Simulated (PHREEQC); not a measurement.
0.057 g of hydrous ferric oxide (600 m²/g; 0.2 weak and 0.005 strong sites per Fe, Dzombak-Morel constants, diffuse double layer) in 1 kg of water with 0.005 mol/kgw of an inert sodium salt and 2.6e-07 mol Na2SO4 and 2.2e-05 mol ZnCl2, at 25 °C; the pH is set by adding NaOH or the inert anion's acid. Oxygen alone is held at its pressure in air (log pO2 = -0.68). The system is closed to CO2. No solid was allowed to form.

The series has 13 steps of pH, from 4 to 12.

Equilibrium calculation in PHREEQC: ion-association model, wateq4f.dat.

**Question.** Near which pH is half of the S sorbed, and on which side is more sorbed?

**Answer.** Near pH 6.3, with more sorbed at lower pH.

**Question.** Near which pH is half of the Zn sorbed, and on which side is more sorbed?

**Answer.** Near pH 7.1, with more sorbed at higher pH.

**Question.** At which pH does the surface charge pass through zero?

**Answer.** Near pH 8.5.

Species that the database lacks are ignored.
